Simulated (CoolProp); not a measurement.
Vapour-liquid equilibrium of cyclopentane (1) + octamethylcyclotetrasiloxane (D4) (2) at 282 kPa; x and y are mole fractions of (1).

The numbers come from the multi-fluid Helmholtz-energy mixture model, Gedanitz 2015 and Thol 2015; pair parameters Bell 2016 in CoolProp.

Question: Give the bubble temperature and the first vapour's composition at x = 0.05, 0.35, 0.85. Is there an azeotrope?

Answer: x = 0.05: 208.9 °C, y = 0.232; x = 0.35: 144.3 °C, y = 0.889; x = 0.85: 92.1 °C, y = 0.997. No azeotrope shows between x = 0.05 and 0.95.

Pair parameters are fitted to limited data, so mixtures are less certain than the pure fluids. With so large a gap from Raoult's law the liquid may split in two, which this calculation doesn't test in full.
